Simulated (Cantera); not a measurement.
A perfectly stirred reactor is fed with 8.01 % H2, 87.1 % O2, 4.88 % N2, equivalence ratio 0.046, at 2.18 Torr; it is held at 1375 K, and followed from long to short residence time.

Cantera simulation using GRI-Mech 3.0 (53 species, 325 reactions); the numbers are that mechanism's predictions, not measurements. Radical loss at walls, strong at low pressure, is not modelled. The temperature is held fixed by assumption; the heat of reaction is taken as removed at once.

**Question.** Predict: x(H2) at τ = 0.420 s; x(O2) at τ = 0.420 s; x(HO2) at τ = 0.420 s; x(H2O2) at τ = 0.420 s; x(O) at τ = 0.420 s; x(H2) at τ = 59.0 ms; x(O2) at τ = 59.0 ms; x(HO2) at τ = 59.0 ms; x(H2O2) at τ = 59.0 ms; x(O) at τ = 59.0 ms.

**Answer.** 
- x(H2) at τ = 0.420 s: 0.00170
- x(O2) at τ = 0.420 s: 0.824
- x(HO2) at τ = 0.420 s: 6.14e-7
- x(H2O2) at τ = 0.420 s: 2.03e-8
- x(O) at τ = 0.420 s: 0.0376
- x(H2) at τ = 59.0 ms: 0.00270
- x(O2) at τ = 59.0 ms: 0.812
- x(HO2) at τ = 59.0 ms: 6.44e-7
- x(H2O2) at τ = 59.0 ms: 2.16e-8
- x(O) at τ = 59.0 ms: 0.0481
